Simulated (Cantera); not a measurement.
Feed: 1 mol Fe3O4, 1 mol HCl, 2.1 mol N2, held at 975 K and 75.0 Torr.

Method: chemical equilibrium by Gibbs-energy minimisation in Cantera with the NASA 1993 tables (ideal gas, pure condensed phases). Candidate condensed phases: Fe, FeCl2, FeCl3, FeO, Fe(OH)2, Fe(OH)3, Fe2O3, Fe3O4, H2O, NH4Cl; 37 gas species. Kinetics and transport are ignored.

Base state: N2 0.679, HCl 0.296, H2O 0.0138, FeCl2 0.00899, FeCl3 0.00297, Fe2Cl4 0.000143 (mole fractions); condensed: Fe2O3(s) + Fe3O4(s).

**Question.** What changes in the equilibrium state with this change: HCl from 1 to 0.079 mol?

**Answer.** 
| species | before | after |
|---|---|---|
| N2 | 0.679 | 0.964 |
| HCl | 0.296 | 0.0335 |
| H2O | 0.0138 | 0.00137 |
| FeCl2 | 0.00899 | 0.00116 |
| Fe2Cl4 | 0.000143 | 2.38e-6 |
| FeCl3 | 0.00297 | 0.000138 |
| Fe2O3(s), mol | 0.0240 | 0.00238 |
| Fe3O4(s), mol | 0.971 | 0.997 |

**Question.** What changes in the equilibrium state with this change: HCl from 1 to 0.62 mol?

**Answer.** 
```json
[
 {"species": "N2", "before": "0.679", "after": "0.773"},
 {"species": "HCl", "before": "0.296", "after": "0.209"},
 {"species": "H2O", "before": "0.0138", "after": "0.00947"},
 {"species": "FeCl2", "before": "0.00899", "after": "0.00654"},
 {"species": "Fe2Cl4", "before": "0.000143", "after": "7.58e-5"},
 {"species": "FeCl3", "before": "0.00297", "after": "0.00185"},
 {"species": "Fe2O3(s), mol", "before": "0.0240", "after": "0.0156"},
 {"species": "Fe3O4(s), mol", "before": "0.971", "after": "0.982"}
]
```
